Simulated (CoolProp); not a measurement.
Propane at 298.15 K and 1.77 MPa flows at 2.3 m/s in a round tube of 20 mm bore and 45 µm roughness, fully developed (64/Re and Nu = 3.66 if laminar; Colebrook and Gnielinski if turbulent). Each further row changes one setting.

Computed with CoolProp (reference Helmholtz-energy equation of state, Lemmon 2009).

| case | Reynolds number | Darcy friction factor | pressure drop (Pa/m) | heat-transfer coefficient (W/(m² K)) | mass flow (kg/h) |
|---|---|---|---|---|---|
| as stated | (withheld) | 0.0249 | (withheld) | 5580 | 1290 |
| velocity 4.6 m/s | 461000 | (withheld) | 6420 | 11100 | 2570 |
| diameter 40 mm | 461000 | 0.0208 | (withheld) | 4850 | 5150 |

Question: Fill in the missing entries.

Answer: 
- as stated, Reynolds number: 230000
- as stated, pressure drop (Pa/m): 1630
- velocity 4.6 m/s, Darcy friction factor: 0.0245
- diameter 40 mm, pressure drop (Pa/m): 681

Viscosity comes from a separate model (Vogel 1998). Thermal conductivity comes from a separate model (Marsh 2002).
